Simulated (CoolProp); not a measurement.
Saturation properties of ammonia.

Values from CoolProp's reference Helmholtz-energy equation of state, Gao 2020.

| T (K) | p (MPa) | liquid cp (kJ/(kg K)) | vapour Z |
|---|---|---|---|
| 201.3 | 0.009498 | 4.322 | 0.9940 |
| 208.3 | 0.01574 | ? | 0.9917 |
| 215.2 | 0.02496 | 4.371 | ? |
| 222.2 | 0.03853 | ? | 0.9851 |
| 229.2 | 0.05773 | 4.425 | ? |
| 236.2 | 0.08415 | ? | ? |
| 243.2 | 0.1197 | ? | 0.9693 |
| 250.2 | 0.1664 | 4.505 | 0.9622 |
| 257.2 | 0.2267 | 4.534 | 0.9540 |
| 264.1 | 0.3020 | 4.565 | 0.9450 |
| 271.1 | ? | 4.599 | 0.9346 |

Some entries are withheld; supply them.


- 208.3, liquid cp (kJ/(kg K)): 4.346
- 215.2, vapour Z: 0.9887
- 222.2, liquid cp (kJ/(kg K)): 4.398
- 229.2, vapour Z: 0.9807
- 236.2, liquid cp (kJ/(kg K)): 4.452
- 236.2, vapour Z: 0.9754
- 243.2, liquid cp (kJ/(kg K)): 4.478
- 271.1, p (MPa): 0.3973

It boils at 239.8 K under 1 atm.
